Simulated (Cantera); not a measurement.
A Cantera script and what it prints.

```python
import numpy as np
import cantera as ct

gas_names = """
    Mg MgO MgS Mg2 O O2 O3 S SO SO2 SO3 S2 S2O S8
""".split()
cond_names = """
    Mg(cr) Mg(L) MgO(s) MgO(L) MgS(s) MgSO4(s) MgSO4(L) S(cr1) S(cr2) S(L)
""".split()


# ... load() reads the species with a 1 bar reference pressure and builds the phases ...
atoms = {
    'MgO': {'Mg': 1, 'O': 1},
    'SO2': {'S': 1, 'O': 2},
    'O2': {'O': 2},
}
top_T = {'MgS(s)': 2250}  # K; cautious upper limits of use, not melting points


# ... equilibrate(T, P, feed) seeds the gas with the atoms and calls Mixture.equilibrate('TP', solver="vcs", rtol=1e-11, max_steps=5000) ...
results = []
feed = {'MgO': 1, 'SO2': 4.6, 'O2': 4.7}  # mol
P = 7300  # Pa
for T in [750, 850, 950, 1050, 1150, 1250, 1350, 1450, 1550]:
    mix = equilibrate(T, P, feed)
    results.append((T, P, feed, dict(zip(mix.species_names, mix.species_moles))))

top = {s: max(r[3][s] / sum(r[3][g] for g in gas_names) for r in results) for s in gas_names}
cols = sorted((s for s in top if top[s] > 0.0001), key=lambda s: -top[s])[:7]
seen = [c for c in cond_names if any(r[3].get(c, 0) > 1e-12 for r in results)]
print("log10 of partial pressures in bar; condensed amounts in mol")
print(f"{'T/K':>10s}" + "".join(f"{s[:9]:>10s}" for s in cols + seen))
for T, P, feed, n in results:
    ng = sum(n[g] for g in gas_names)
    print(f"{T:10.4g}" + "".join(f"{np.log10(max(n[s] / ng * P / 1e5, 1e-99)):10.3f}" for s in cols)
          + "".join(f"{n.get(c, 0):10.4g}" for c in seen))
```

It prints:

```
log10 of partial pressures in bar; condensed amounts in mol
       T/K       SO3        O2       SO2    MgO(s)  MgSO4(s)
       750    -1.392    -1.523    -2.597         0         1
       850    -1.534    -1.487    -1.950         0         1
       950    -1.842    -1.444    -1.645         0         1
      1050    -2.231    -1.421    -1.535         0         1
      1150    -2.610    -1.412    -1.498         0         1
      1250    -2.930    -1.436    -1.453         1         0
      1350    -3.222    -1.435    -1.448         1         0
      1450    -3.475    -1.434    -1.445         1         0
      1550    -3.696    -1.434    -1.444         1         0
```

Cantera equilibrium calculation (NASA polynomials, part measured and part estimated; ideal gas, pure solids and liquids).
